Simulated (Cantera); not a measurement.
Feed: 1 mol SiHCl3, 79 mol N2, 5 mol NH3.

Method: chemical equilibrium by Gibbs-energy minimisation in Cantera with the NASA 1993 tables (ideal gas, pure condensed phases). Candidate condensed phases: NH4Cl, Si, Si3N4; 28 gas species. The tables' values for SiCl3 are old estimates. The numbers say what is thermodynamically allowed, not how fast it happens.

Stable condensed phases, one row left out:

```
T in K \ P in Pa
              5     21     85    350   1400   5900  24000 100000
   1975       A      A      A      A      A      B      C      C
   1875       A      A      A      A      B      C      C      C
   1825       A      A      A      B      B      C      C      C
   1775       A      A      A      B      C      C      C      C
   1725       A      A      B      C      C      C      C      C
   1675       A      A      B      C      C      C      C      C
   1625       A      B      C      C      C      C      C      C
   1575       B      B      C      C      C      C      C      C
   1525       B      C      C      C      C      C      C      C
```

A: gas only; B: Si; C: Si3N4.

**Question.** Give the row for 1925 K.

**Answer.** 5: gas only; 21: gas only; 85: gas only; 350: gas only; 1400: Si; 5900: Si; 24000: Si3N4; 100000: Si3N4.
